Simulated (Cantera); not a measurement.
An adiabatic, constant-pressure homogeneous reactor starts with 18.1 % CO, 5.60 % H2, 10.7 % O2, 65.6 % N2, at 1123 K and 1.00 atm.

Computed with Cantera and GRI-Mech 3.0 (53 species, 325 reactions).

Problem. Predict: time of steepest temperature rise; temperature at 0.200 s; equilibrium temperature; x(CO) at 0.200 s; x(H2) at 0.200 s; x(O2) at 0.200 s; x(N2O) at 0.200 s; x(H2O) at 0.200 s.

Solution. 
- time of steepest temperature rise = 0.146 ms
- temperature at 0.200 s = 2491 K
- equilibrium temperature = 2491 K
- x(CO) at 0.200 s = 0.0504 (gas-phase equilibrium 0.0504)
- x(H2) at 0.200 s = 0.00305 (gas-phase equilibrium 0.00305)
- x(O2) at 0.200 s = 0.0107 (gas-phase equilibrium 0.0107)
- x(N2O) at 0.200 s = 2.62e-7 (gas-phase equilibrium 2.62e-7)
- x(H2O) at 0.200 s = 0.0554 (gas-phase equilibrium 0.0554)
